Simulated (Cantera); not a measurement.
A Cantera script and what it prints.

```python
import numpy as np
import cantera as ct

gas_names = """
    H HNO HNO2 HNO3 HO2 H2 H2O H2O2 N NH NH2 NH3 NH2OH NO NO2 NO3 N2 N2H2 N2H4 N2O O OH O2 O3 Si SiH
    SiH2 SiH3 SiH4 SiN SiO SiO2 Si2 Si2N Si3
""".split()
cond_names = """
    H2O(s) H2O(L) Si(cr) Si(L) SiO2(Lqz) SiO2(hqz) SiO2(L) Si2N2O(s) Si3N4(a)
""".split()


# ... load() reads the species with a 1 bar reference pressure and builds the phases ...
atoms = {
    'Si3N4': {'Si': 3, 'N': 4},
    'H2O': {'H': 2, 'O': 1},
    'N2': {'N': 2},
}
top_T = {'Si2N2O(s)': 2100, 'Si3N4(a)': 2400}  # K; cautious upper limits of use, not melting points


# ... equilibrate(T, P, feed) seeds the gas with the atoms and calls Mixture.equilibrate('TP', solver="vcs", rtol=1e-11, max_steps=5000) ...
results = []
T = 2148.15  # K
P = 180000  # Pa
for m in [0.008, 0.0099, 0.012, 0.015, 0.019, 0.023, 0.028, 0.035, 0.043, 0.053]:
    feed = {'Si3N4': 1, 'H2O': m, 'N2': 15}  # mol
    mix = equilibrate(T, P, feed)
    results.append((T, P, feed, dict(zip(mix.species_names, mix.species_moles))))

top = {s: max(r[3][s] / sum(r[3][g] for g in gas_names) for r in results) for s in gas_names}
cols = sorted((s for s in top if top[s] > 0.0001), key=lambda s: -top[s])[:7]
seen = [c for c in cond_names if any(r[3].get(c, 0) > 1e-12 for r in results)]
print("log10 of partial pressures in bar; condensed amounts in mol")
print(f"{'n(H2O)':>10s}" + "".join(f"{s[:9]:>10s}" for s in cols + seen))
for T, P, feed, n in results:
    ng = sum(n[g] for g in gas_names)
    print(f"{feed['H2O']:10.4g}" + "".join(f"{np.log10(max(n[s] / ng * P / 1e5, 1e-99)):10.3f}" for s in cols)
          + "".join(f"{n.get(c, 0):10.4g}" for c in seen))
```

Result:

```
log10 of partial pressures in bar; condensed amounts in mol
    n(H2O)        N2       SiO        H2         H  Si3N4(a)
     0.008     0.255    -3.018    -3.048    -3.904    0.9966
    0.0099     0.255    -2.926    -2.953    -3.856     0.996
     0.012     0.255    -2.843    -2.867    -3.813    0.9953
     0.015     0.254    -2.746    -2.768    -3.764    0.9943
     0.019     0.254    -2.644    -2.663    -3.711     0.993
     0.023     0.254    -2.561    -2.579    -3.669    0.9916
     0.028     0.254    -2.476    -2.492    -3.626      0.99
     0.035     0.253    -2.380    -2.394    -3.577    0.9876
     0.043     0.253    -2.291    -2.304    -3.532     0.985
     0.053     0.252    -2.201    -2.212    -3.486    0.9816
```

Equilibrium computed with Cantera from the NASA thermochemical tables; the gas is ideal and each condensed phase is pure. The tables' values for SiN are old estimates; treat these amounts as uncertain.
